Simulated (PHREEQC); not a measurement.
Dissolve 0.13 mol HF, 0.0088 mol NH3 and 0.014 mol NaHCO3 per kg of water at 25 °C. Closed to the air; pH follows from the charge balance.

All values are PHREEQC results (ion-association model, wateq4f.dat), not measurements.

No solid was allowed to form.

Problem. Order these F species by the share of F that they hold, largest first: H2F2, HF, F-, HF2-.

Solution. HF (55 %), H2F2 (21 %), F- (16 %), HF2- (8.6 %)

The pH is 2.56 and the ionic strength 0.0258 mol/kgw. wateq4f.dat counts part of the HF as a dimer, H2F2, which phreeqc.dat doesn't know; its constant is uncertain.
